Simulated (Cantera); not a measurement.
Input (Python, Cantera):

```python
import numpy as np
import cantera as ct

gas = ct.Solution("gri30.yaml")
gas.TPX = 1700, 470000, {'CH4': 1, 'H2O': 2.7}
reactor = ct.IdealGasConstPressureReactor(gas, energy="off", clone=False)
net = ct.ReactorNet([reactor])
net.rtol, net.atol = 1e-08, 1e-18
show = ['CH4', 'H2O', 'O', 'C2H4', 'H', 'CH2O']
times = np.geomspace(7e-06, 20, 9)

steps = ct.SolutionArray(gas, extra=["t"])
rows = []
print(f"{'t/s':>10s}{'T/K':>9s}{'P/Pa':>11s}" + "".join(f"{s:>11s}" for s in show))
for t in times:
    while net.time < t:
        t_next = net.step()
        steps.append(gas.state, t=t_next)
    rows.append([np.interp(t, steps.t, y) for y in (steps.T, steps.P, *steps(*show).X.T)])
    print(f"{t:10.3e}{rows[-1][0]:9.1f}{rows[-1][1]:11.4g}" + "".join(f"{x:11.3e}" for x in rows[-1][2:]))
rate = np.gradient(steps.T, steps.t)
print("integrator steps:", len(steps.t))
if steps.T.max() > steps.T[0] + 200:
    print(f"time of steepest temperature rise: {steps.t[rate.argmax()]:.4e} s")
gas.TPX = 1700, 470000, {'CH4': 1, 'H2O': 2.7}
gas.equilibrate("TP")
print(f"equilibrium (TP): T = {gas.T:.1f} K  " + "  ".join(f"{s} {gas[s].X[0]:.3e}" for s in show))
```

Result:

```
       t/s      T/K       P/Pa        CH4        H2O          O       C2H4          H       CH2O
 7.000e-06   1700.0    4.7e+05  2.698e-01  7.296e-01  1.117e-10  5.872e-06  6.967e-07  1.952e-07
 4.488e-05   1700.0    4.7e+05  2.671e-01  7.292e-01  4.298e-10  3.204e-04  1.297e-06  7.457e-06
 2.878e-04   1700.0    4.7e+05  2.452e-01  7.208e-01  7.705e-10  5.935e-03  5.691e-06  5.293e-05
 1.845e-03   1700.0    4.7e+05  1.663e-01  6.689e-01  3.023e-10  4.940e-03  1.801e-05  2.307e-05
 1.183e-02   1700.0    4.7e+05  6.973e-02  5.844e-01  1.496e-10  4.220e-03  3.318e-05  6.569e-06
 7.587e-02   1700.0    4.7e+05  3.888e-02  4.568e-01  1.234e-10  3.586e-03  4.278e-05  1.889e-06
 4.865e-01   1700.0    4.7e+05  1.938e-02  3.227e-01  1.110e-10  6.899e-04  4.823e-05  4.992e-07
 3.119e+00   1700.0    4.7e+05  1.226e-03  2.776e-01  9.755e-11  2.375e-06  5.041e-05  1.815e-07
 2.000e+01   1700.0    4.7e+05  9.542e-07  2.757e-01  9.726e-11  1.995e-12  5.071e-05  1.662e-07
integrator steps: 2352
equilibrium (TP): T = 1700.0 K  CH4 1.048e-06  H2O 2.757e-01  O 9.726e-11  C2H4 2.334e-12  H 5.071e-05  CH2O 1.662e-07
```

Computed with Cantera and GRI-Mech 3.0 (53 species, 325 reactions).
